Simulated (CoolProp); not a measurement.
Properties of isohexane along the isotherm 265.35 °C.

The numbers come from the reference Helmholtz-energy equation of state, Lemmon 2006 in CoolProp. It is a short technical equation, of lower accuracy than the large ones.

| p (kPa) | phase | speed of sound (m/s) | isothermal compressibility (1/MPa) | expansivity (1/kK) |
|---|---|---|---|---|
| 2340 | gas | 180.3 | 0.5858 | 4.622 |
| 4680 | supercritical | 127.1 | 0.5112 | 20.48 |
| 7020 | supercritical | 229.8 | 0.07513 | 6.985 |
| 9360 | supercritical | 310.6 | 0.03408 | 4.289 |
| 11700 | supercritical | 371.5 | 0.02170 | 3.273 |
| 14000 | supercritical | 420.8 | 0.01593 | 2.729 |
| 16400 | supercritical | 465.0 | 0.01245 | 2.366 |
| 18700 | supercritical | 502.6 | 0.01029 | 2.121 |
| 21100 | supercritical | 538.1 | 0.008718 | 1.930 |
| 23400 | supercritical | 569.2 | 0.007604 | 1.787 |
| 25700 | supercritical | 598.1 | 0.006744 | 1.671 |
| 28100 | supercritical | 626.3 | 0.006033 | 1.570 |
| 30400 | supercritical | 651.6 | 0.005481 | 1.489 |
